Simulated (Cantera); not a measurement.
Predominance diagram of Mg at 1875 K against the partial pressures of O2 and SO2 (log10, bar). Cantera with NASA thermochemical tables; ideal gases at 1 bar, condensed phases pure. Candidates: Mg(l), MgO(s), MgS(s), MgSO4(l). Only these pure phases compete in this equilibrium. 

Question: Which phase is stable at these pairs, and which metal-bearing vapour leads over it? (-7.8, -8.4); (-7.2, -3.6); (-2.2, -12); (-7.2, -2.4); (-5.3, -1.2); (-5.3, -12); (-0.3, -7.2)

Answer: 
| log p(O2) | log p(SO2) | phase | chief vapour | log p (bar) |
|---|---|---|---|---|
| -7.8 | -8.4 | MgO(s) | Mg | -5.7 |
| -7.2 | -3.6 | MgO(s) | Mg | -6.0 |
| -2.2 | -12 | MgO(s) | Mg | -8.5 |
| -7.2 | -2.4 | MgO(s) | Mg | -6.0 |
| -5.3 | -1.2 | MgO(s) | Mg | -7.0 |
| -5.3 | -12 | MgO(s) | Mg | -7.0 |
| -0.3 | -7.2 | MgO(s) | MgO | -8.8 |
